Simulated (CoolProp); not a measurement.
Model: reference Helmholtz-energy equation of state, Lemmon 2006, in CoolProp. It is a short technical equation, of lower accuracy than the large ones.

Task: For hydrogen sulfide, give the phase and the density (kg/m³), cv (kJ/(kg K)), speed of sound (m/s), expansivity (1/kK) at 426.8 K and 12300 kPa; 426.8 K and 13500 kPa.

Result: 
- 426.8 K and 12300 kPa: supercritical; density 187, cv 0.992, speed of sound 315, expansivity 9.67
- 426.8 K and 13500 kPa: supercritical; density 220, cv 1.01, speed of sound 315, expansivity 11.5
